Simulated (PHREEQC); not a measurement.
Dissolve 0.5 mol/kgw KCl, 0.012 mol/kgw NaHCO3 and 0.08 mol/kgw NaCl at 20 °C. Closed to the air; pH follows from the charge balance.

All values are PHREEQC results (Pitzer model, pitzer.dat), not measurements.

Problem. The ionic strength comes out as 0.592 mol/kgw. What activity coefficients do CO3-2, HCO3-, Cl-, Na+, K+ get?

Solution. CO3-2 0.15, HCO3- 0.65, Cl- 0.64, Na+ 0.67, K+ 0.64. Single-ion values are on the MacInnes scale.

No solid was allowed to form. Complexes and solids missing from the database can't appear.
